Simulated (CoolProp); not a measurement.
Acetone at several states: fugacity coefficient from the reference equation and from simpler models built on Tc = 235.0 °C, pc = 4.692 MPa, ω = 0.307; each cubic takes its own stable root.

Values from CoolProp's reference Helmholtz-energy equation of state, Lemmon 2006. It is a short technical equation, of lower accuracy than the large ones.

```tsv
T (°C)	p (MPa)	phase	reference
-23.75	10	liquid	0.0003178
28.65	1.14	liquid	0.03164
22.05	0.338	liquid	0.07883
191.35	0.0178	gas	0.9979
78.65	1.48	liquid	0.1343
```

Task: How far does each simpler model (van der Waals, Redlich-Kwong, Soave-Redlich-Kwong) lie from the reference over these 5 states: mean and median of the absolute difference, and the worst?

Result: 
- van der Waals: mean 1764.1 %, median 923.7 %, worst +6523.7 % at -23.75 °C and 10 MPa
- Redlich-Kwong: mean 134.8 %, median 143.0 %, worst +297.7 % at -23.75 °C and 10 MPa
- Soave-Redlich-Kwong: mean 1.6 %, median 1.5 %, worst +3.4 % at 78.65 °C and 1.48 MPa
